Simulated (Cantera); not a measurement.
Cantera run, input and output.

```python
import numpy as np
import cantera as ct

gas = ct.Solution("h2o2.yaml")
gas.TPX = 425, 500000, {'H2': 1, 'O2': 0.357, 'N2': 1.34}
flame = ct.FreeFlame(gas, width=0.013)
flame.set_refine_criteria(ratio=3, slope=0.08, curve=0.16)
flame.transport_model = "mixture-averaged"
flame.solve(loglevel=0, auto=True)
flame.transport_model = "multicomponent"
flame.soret_enabled = False
flame.solve(loglevel=0, refine_grid=True)
z, T = flame.grid, flame.T
thick = (T[-1] - T[0]) / np.gradient(T, z).max()
show = ['H2', 'O2', 'HO2', 'H2O', 'H', 'H2O2']
print(f"laminar burning velocity  {flame.velocity[0] * 100:.3f} cm/s")
print(f"burnt temperature         {T[-1]:.1f} K")
print(f"thermal thickness         {thick * 1e3:.4f} mm")
print(f"grid points               {len(z)}")
z0 = z[flame.heat_release_rate.argmax()]
print(f"{'z/mm':>9s}{'T/K':>9s}{'u/(m/s)':>9s}" + "".join(f"{s:>11s}" for s in show))
rows = []
for k in (-3, -2, -1.5, -1, -0.5, -0.25, 0, 0.25, 0.5, 1, 2, 4, 8):
    zz = z0 + k * thick
    rows.append([k * thick, np.interp(zz, z, T), np.interp(zz, z, flame.velocity),
                 *(np.interp(zz, z, flame.X[gas.species_index(s)]) for s in show)])
    print(f"{rows[-1][0] * 1e3:9.3f}{rows[-1][1]:9.1f}{rows[-1][2]:9.3f}" + "".join(f"{x:11.3e}" for x in rows[-1][3:]))
```

Result:

```
laminar burning velocity  493.621 cm/s
burnt temperature         2408.3 K
thermal thickness         0.0484 mm
grid points               111
     z/mm      T/K  u/(m/s)         H2         O2        HO2        H2O          H       H2O2
   -0.145    425.0    4.936  3.708e-01  1.324e-01  2.303e-11  2.956e-10  3.074e-15  1.264e-12
   -0.097    425.0    4.936  3.708e-01  1.324e-01  1.868e-09  1.953e-08  1.566e-13  1.105e-10
   -0.073    425.1    4.936  3.707e-01  1.324e-01  2.384e-08  2.198e-07  1.587e-12  1.439e-09
   -0.048    425.8    4.940  3.701e-01  1.325e-01  9.559e-07  6.785e-06  1.667e-10  5.941e-08
   -0.024    470.3    5.374  3.585e-01  1.340e-01  3.157e-04  1.528e-03  8.298e-06  2.014e-05
   -0.012    786.5    8.671  3.174e-01  1.267e-01  9.711e-04  2.794e-02  2.381e-03  1.212e-04
    0.000   1263.2   13.476  2.417e-01  9.572e-02  4.000e-04  1.014e-01  1.744e-02  4.266e-05
    0.012   1606.1   16.880  1.668e-01  5.032e-02  1.783e-04  1.888e-01  3.667e-02  5.416e-06
    0.024   1795.3   18.745  1.266e-01  2.175e-02  7.186e-05  2.415e-01  4.533e-02  2.816e-06
    0.048   1967.4   20.383  1.087e-01  6.007e-03  1.867e-05  2.722e-01  4.244e-02  1.504e-06
    0.097   2111.9   21.694  1.094e-01  2.432e-03  7.423e-06  2.834e-01  3.120e-02  8.043e-07
    0.194   2228.2   22.708  1.120e-01  1.187e-03  3.522e-06  2.912e-01  2.060e-02  4.533e-07
    0.387   2310.4   23.403  1.139e-01  4.996e-04  1.426e-06  2.974e-01  1.273e-02  2.477e-07
```

Computed with Cantera and the H2/O2 subset of GRI-Mech 3.0, which has no nitrogen chemistry. The hydrogen kinetics of GRI-Mech 3.0 are dated; newer H2 mechanisms differ, most at raised pressure. Burning velocities carry a grid error of a few per cent, more on coarse grids.
